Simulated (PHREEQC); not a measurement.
Dissolve 0.15 mol/kgw H2SO4 and 0.00022 mol/kgw KH2PO4 at 25 °C. Closed to the air; pH follows from the charge balance.

All values are PHREEQC results (ion-association model, phreeqc.dat), not measurements.

Question: The ionic strength comes out as 0.198 mol/kgw. What activity coefficients do KSO4-, H2PO4-, H+, K+, SO4-2 get?

Answer: KSO4- 0.75, H2PO4- 0.75, H+ 0.80, K+ 0.71, SO4-2 0.29.

No solid was allowed to form.
